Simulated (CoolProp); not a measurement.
Vapour-liquid equilibrium of cyclohexane (1) + dimethyl carbonate (2) at 470.1 K; x and y are mole fractions of (1).

The numbers come from the multi-fluid Helmholtz-energy mixture model, Zhou 2014 and Zhou 2011; pair parameters Bell 2016 in CoolProp.

| x | bubble pressure (kPa) | y at the bubble point | dew pressure at overall composition x (kPa) | liquid density (mol/L) |
|---|---|---|---|---|
| 0.05 | 1356 | 0.092 | 1318 | 8.696 |
| 0.125 | 1451 | 0.199 | 1385 | 8.440 |
| 0.2 | 1522 | 0.281 | 1452 | 8.202 |
| 0.275 | 1572 | 0.348 | 1517 | 7.981 |
| 0.35 | 1606 | 0.405 | 1574 | 7.780 |
| 0.425 | 1627 | 0.457 | 1616 | 7.599 |
| 0.5 | 1635 | 0.505 | 1635 | 7.441 |
| 0.575 | 1631 | 0.554 | 1626 | 7.305 |
| 0.65 | 1616 | 0.604 | 1591 | 7.191 |
| 0.725 | 1585 | 0.659 | 1537 | 7.098 |
| 0.8 | 1538 | 0.724 | 1471 | 7.025 |
| 0.875 | 1468 | 0.803 | 1400 | 6.970 |
| 0.95 | 1369 | 0.907 | 1329 | 6.930 |

y crosses x between x = 0.5 and 0.575: the model has an azeotrope there.

Pair parameters are fitted to limited data, so mixtures are less certain than the pure fluids.
